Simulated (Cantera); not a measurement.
An isothermal, constant-pressure homogeneous reactor starts with 3.01 % H2, 97.0 % O2, at 1250 K and 1.80 Torr.

Cantera simulation using GRI-Mech 3.0 (53 species, 325 reactions); the numbers are that mechanism's predictions, not measurements. Radical loss at walls, strong at low pressure, is not modelled.

x: mole fraction; the columns are a selection and need not sum to one.

```tsv
t (s)	x H2	x O2	x OH	x HO2	x H	x H2O
0.00100	0.0301	0.970	1.10e-8	1.19e-8	5.97e-9	7.60e-9
0.00315	0.0301	0.970	1.45e-7	3.76e-8	5.96e-8	2.22e-7
0.00990	0.0298	0.970	0.000122	1.64e-7	4.95e-5	0.000222
0.0312	0.000361	0.944	0.00263	3.60e-7	0.00315	0.0268
0.0981	0.000328	0.944	0.00254	3.53e-7	0.00297	0.0270
0.309	0.000302	0.946	0.00244	3.43e-7	0.00260	0.0273
0.972	0.000236	0.952	0.00216	3.15e-7	0.00176	0.0280
3.06	0.000122	0.961	0.00156	2.41e-7	0.000627	0.0292
9.62	3.16e-5	0.967	0.000797	1.22e-7	8.09e-5	0.0300
30.3	___	0.969	___	___	___	0.0304
95.3	7.11e-7	0.969	0.000120	9.31e-9	2.71e-7	0.0305
300	___	0.969	___	___	___	0.0305
```

Task: Complete the blanks.

Result: 
- 30.3, x H2: 4.90e-6
- 30.3, x OH: 0.000314
- 30.3, x HO2: 3.68e-8
- 30.3, x H: 4.90e-6
- 300, x H2: 1.27e-7
- 300, x OH: 5.06e-5
- 300, x HO2: 5.27e-9
- 300, x H: 2.04e-8
